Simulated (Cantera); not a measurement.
An adiabatic, constant-pressure homogeneous reactor starts with 10.5 % CH4, 12.7 % H2, 16.1 % O2, 60.7 % N2, equivalence ratio 1.7, at 1575 K and 1.80 bar.

Model: GRI-Mech 3.0 (53 species, 325 reactions), integrated in Cantera.

Question: Predict: time of steepest temperature rise; temperature at 4.00 s; equilibrium temperature; x(H2) at 4.00 s; x(O2) at 4.00 s; x(CH2O) at 4.00 s; x(NO) at 4.00 s.

Answer: 
- time of steepest temperature rise: 59.2 µs
- temperature at 4.00 s: 2768 K
- equilibrium temperature: 2768 K
- x(H2) at 4.00 s: 0.126 (gas-phase equilibrium 0.126)
- x(O2) at 4.00 s: 0.000407 (gas-phase equilibrium 0.000407)
- x(CH2O) at 4.00 s: 7.52e-9 (gas-phase equilibrium 7.52e-9)
- x(NO) at 4.00 s: 0.00132 (gas-phase equilibrium 0.00132)
